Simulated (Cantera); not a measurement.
Equilibrium for hydrogen reduction and annealing atmospheres: Fe2O3 + H2

Feed: 1 mol Fe2O3, 2.9 mol H2, held at 2075 K and 10.0 mbar.

Equilibrium computed with Cantera from the NASA thermochemical tables; the gas is ideal and each condensed phase is pure. Candidate condensed phases: Fe, FeO, Fe(OH)2, Fe(OH)3, Fe2O3, Fe3O4, H2O; 12 gas species. The tables' stoichiometric FeO is somewhat more stable than real wüstite, so its field is too wide. FeO: taken at fixed stoichiometry. The numbers say what is thermodynamically allowed, not how fast it happens.

```yaml
x(H2): 0.545
x(H2O): 0.376
x(Fe): 0.0564
x(H): 0.0197
x(OH): 0.00155
x(FeO): 0.000922
x(Fe(OH)2): 0.000205
x(O): 4.00e-5
x(O2): 1.18e-5
n(FeO(l)): 1.82 mol
gas_amount: 3.111 mol
log10 activity of Fe(l) (absent): -0.16
```
